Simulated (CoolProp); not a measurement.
Vapour pressure (bar) of ethanol: the reference equation beside estimates from Tc = 241.6 °C, pc = 62.68 bar, ω = 0.644.

Computed with CoolProp (reference Helmholtz-energy equation of state, Schroeder 2014).

```csv
T (°C),reference,Lee-Kesler,Redlich-Kwong
14.45,0.04181,0.03723,0.5831
20.85,0.06182,0.05631,0.7509
27.35,0.09021,0.08382,0.9576
33.75,0.1285,0.1215,1.201
40.15,0.1802,0.1727,1.490
46.55,0.2487,0.2413,1.829
52.95,0.3383,0.3315,2.223
59.45,0.4560,0.4504,2.685
65.85,0.6039,0.6004,3.206
72.25,0.7903,0.7894,3.798
78.65,1.022,1.025,4.466
85.05,1.309,1.315,5.216
91.55,1.664,1.674,6.067
```

Absolute difference from the reference over all 13 rows, mean and median: Lee-Kesler 3.4 and 2.0 %, Redlich-Kwong 640.4 and 557.1 %.
